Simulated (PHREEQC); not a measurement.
A solution holds 29 mmol/kgw KHSO4, 130 mmol/kgw Na2SO4 and 1.1 mmol/kgw NaH2PO4, at 25 °C. Closed to the air; pH follows from the charge balance.

All values are PHREEQC results (ion-association model, wateq4f.dat), not measurements.

This is a speciation only: nothing precipitates in the calculation.

### Question
Estimate the pH, ionic strength, activity of water.

### Answer
pH 2.22; ionic strength 0.371 mol/kgw; activity of water 0.993.

### Question
In which forms is P present?

### Answer
H2PO4- 63 %, H3PO4 37 % of the P.

H3PO4, which wateq4f.dat lacks, is added to it with the constant of phreeqc.dat.
